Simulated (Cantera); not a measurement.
## Reactions in the system F-O-S

Cantera with NASA thermochemical tables; ideal gases at 1 bar, condensed phases pure. Values are per mole of reaction as written; species without (g) are pure solids or liquids, kept so even where they would boil at 1 bar.

2 S + 3 O2(g) ⇌ 2 SO3(g)

```
T (K)  ΔH° (kJ)  ΔS° (J/K)  ΔG° (kJ)  log10 K  condensed phases
-----  --------  ---------  --------  -------  ----------------
300      -791.6     -166.2    -741.7   129.14              S(s)
973      -815.8     -214.9    -606.7    32.57              S(l)
998      -816.3     -215.4    -601.4    31.47              S(l)
1023     -816.7     -215.7    -596.0    30.43              S(l)
1048     -817.0     -216.1    -590.6    29.43              S(l)
1073     -817.4     -216.4    -585.2    28.49              S(l)
```

2 O(g) + SF6(g) ⇌ 6 F(g) + SO2(g)

| T (K) | ΔH° (kJ) | ΔS° (J/K) | ΔG° (kJ) | log10 K |
|---|---|---|---|---|
| 300 | 901.7 | 587.3 | 725.5 | -126.33 |
| 973 | 904.5 | 596.9 | 323.7 | -17.38 |
| 998 | 904.2 | 596.7 | 308.8 | -16.16 |
| 1023 | 904.0 | 596.4 | 293.8 | -15.00 |
| 1048 | 903.8 | 596.2 | 278.9 | -13.90 |
| 1073 | 903.5 | 596.0 | 264.0 | -12.85 |

2 O(g) + SF6(g) ⇌ 3 F2(g) + SO2(g)

| T (K) | ΔH° (kJ) | ΔS° (J/K) | ΔG° (kJ) | log10 K |
|---|---|---|---|---|
| 300 | 425.3 | 242.9 | 352.4 | -61.36 |
| 973 | 410.5 | 218.7 | 197.6 | -10.61 |
| 998 | 409.8 | 218.1 | 192.2 | -10.06 |
| 1023 | 409.2 | 217.4 | 186.7 | -9.53 |
| 1048 | 408.6 | 216.8 | 181.3 | -9.04 |
| 1073 | 407.9 | 216.2 | 175.9 | -8.56 |

SO2(g) + O(g) ⇌ SO3(g)

| T (K) | ΔH° (kJ) | ΔS° (J/K) | ΔG° (kJ) | log10 K |
|---|---|---|---|---|
| 300 | -348.1 | -152.6 | -302.3 | 52.64 |
| 973 | -350.3 | -157.7 | -196.9 | 10.57 |
| 998 | -350.3 | -157.7 | -192.9 | 10.10 |
| 1023 | -350.3 | -157.7 | -189.0 | 9.65 |
| 1048 | -350.3 | -157.7 | -185.0 | 9.22 |
| 1073 | -350.3 | -157.7 | -181.1 | 8.82 |
